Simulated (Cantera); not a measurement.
Charge: 1 mol Cu₂O, 2.6 mol CH₄, 0.11 mol CO, at 1798.15 K and 0.110 bar.

These are equilibrium values from Cantera (NASA tables, ideal gas, pure condensed phases), not measurements of a reactor. Candidate condensed phases: C, C₆H₆, C₇H₈, C₈H₁₈, Cu, CuO, Cu(OH)₂, Cu₂O, H₂O; 113 gas species. The numbers say what is thermodynamically allowed, not how fast it happens.

Base state: H₂ 0.819, CO 0.175, Cu 0.00482, H 0.000962, C₂H₂ (acetylene) 0.000141, CH₄ 5.71e-5 (mole fractions); condensed: C(graphite) + Cu(l).

Task: What changes in the equilibrium state with this change: temperature from 1798.15 K to 2123.15 K?

Result: 
```tsv
species	before	after
H₂	0.819	0.719
CO	0.175	0.155
Cu	0.00482	0.115
Cu₂	9.16e-6	0.000702
H	0.000962	0.00918
C₂H₂ (acetylene)	0.000141	0.00119
CH₄	5.71e-5	1.78e-5
C(graphite), mol	1.60	1.58
Cu(l), mol	1.97	1.17
```
